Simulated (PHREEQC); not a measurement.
Solution (25 °C): 0.0058 mol/kgw CdCl2, 0.00019 mol/kgw CaCl2, 0.00042 mol/kgw HCl and 0.00091 mol/kgw Na2SO4. Closed to the air; pH follows from the charge balance.

All values are PHREEQC results (ion-association model, phreeqc.dat), not measurements.

No solid was allowed to form.

Q: Order these Cl species by the share of Cl that they hold, largest first: Cl-, CdCl2, CdCl+.

A: Cl- (82 %), CdCl+ (16 %), CdCl2 (1.1 %)

Q: Order these Cd species by the share of Cd that they hold, largest first: CdCl+, CdSO4, Cd+2, CdCl2.

A: Cd+2 (60 %), CdCl+ (35 %), CdSO4 (4.1 %), CdCl2 (1.2 %)

The pH is 3.44 and the ionic strength 0.0158 mol/kgw.
